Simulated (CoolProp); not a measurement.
Vapour pressure (bar) of carbonyl sulfide: the reference equation beside estimates from Tc = 378.8 K, pc = 63.69 bar, ω = 0.098.

Model: reference Helmholtz-energy equation of state, Lemmon 2006, in CoolProp. It is a short technical equation, of lower accuracy than the large ones.

| T (K) | reference | Lee-Kesler | van der Waals | Redlich-Kwong | Soave-Redlich-Kwong | Peng-Robinson |
|---|---|---|---|---|---|---|
| 171.9 | 0.04196 | 0.04158 | 0.8910 | 0.03374 | 0.04113 | 0.04585 |
| 175.7 | 0.05721 | 0.05651 | 1.046 | 0.04772 | 0.05605 | 0.06192 |
| 179.5 | 0.07687 | 0.07573 | 1.220 | 0.06624 | 0.07528 | 0.08247 |
| 183.2 | 0.1011 | 0.09944 | 1.409 | 0.08966 | 0.09901 | 0.1076 |
| 187 | 0.1323 | 0.1299 | 1.623 | 0.1204 | 0.1295 | 0.1398 |
| 190.8 | 0.1709 | 0.1678 | 1.861 | 0.1594 | 0.1675 | 0.1795 |
| 194.5 | 0.2170 | 0.2130 | 2.115 | 0.2066 | 0.2127 | 0.2267 |
| 198.3 | 0.2744 | 0.2694 | 2.401 | 0.2662 | 0.2692 | 0.2851 |
| 202.1 | 0.3435 | 0.3374 | 2.713 | 0.3389 | 0.3372 | 0.3553 |
| 205.8 | 0.4237 | 0.4164 | 3.044 | 0.4241 | 0.4163 | 0.4363 |

Absolute difference from the reference over all 10 rows, mean and median: Lee-Kesler 1.6 and 1.7 %, van der Waals 1160.6 and 1057.8 %, Redlich-Kwong 8.6 and 7.9 %, Soave-Redlich-Kwong 2.0 and 2.0 %, Peng-Robinson 5.7 and 5.4 %.
